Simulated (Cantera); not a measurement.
Charge: 1 mol AlCl3, 5.6 mol O2, 1.4 mol H2, held at 1148 K and 13.3 mbar.

Equilibrium computed with Cantera from the NASA thermochemical tables; the gas is ideal and each condensed phase is pure. Equilibrium is a limit: real reactors are often held back by kinetics, nucleation or transport.

| species | before | after |
|---|---|---|
| O2 | 0.619 | 0.600 |
| HCl | 0.307 | 0.323 |
| H2O | 0.0291 | 0.0437 |
| Cl2 | 0.0399 | 0.0289 |
| ClO | 1.84e-5 | 1.54e-5 |
| Cl | 0.00463 | 0.00395 |
| Al2O3(s), mol | 0.500 | 0.500 |
Gas species are given as mole fractions.

Task: What was changed between the two runs?
A) temperature from 1148 K to 2175 K
B) H2 from 1.4 to 1.6 mol
C) temperature from 1148 K to 725 K
D) H2 from 1.4 to 3.8 mol

Result: B, H2 from 1.4 to 1.6 mol
